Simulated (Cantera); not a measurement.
Charge: 1 mol SiF4, 2.2 mol O3, 8.3 mol H2, 23 mol N2O, held at 15.0 Torr.

Cantera equilibrium calculation (NASA polynomials, part measured and part estimated; ideal gas, pure solids and liquids). Candidate condensed phases: H2O, Si, SiO2, Si2N2O, Si3N4; 58 gas species. The tables hold silica as quartz up to 1696 K and as liquid above; real silica turns to tridymite and cristobalite and melts near 1996 K. The numbers say what is thermodynamically allowed, not how fast it happens.

Task: Which condensed phases are stable at each of these points (T (°C)): 677, 777, 877, 977, 1077, 1177, 1277, 1377, 1477, 1577?

Result: 
```
T (°C)  condensed phases  Si condensed (%)
------  ----------------  ----------------
677       SiO2(β-quartz)              97.6
777       SiO2(β-quartz)              99.3
877       SiO2(β-quartz)              99.8
977       SiO2(β-quartz)              99.9
1077      SiO2(β-quartz)             100.0
1177      SiO2(β-quartz)             100.0
1277      SiO2(β-quartz)             100.0
1377      SiO2(β-quartz)             100.0
1477     SiO2(condensed)             100.0
1577     SiO2(condensed)             100.0
```

From 677 °C to 1377 °C the condensed part is SiO2(β-quartz). From 1477 °C to 1577 °C the condensed part is SiO2(condensed).
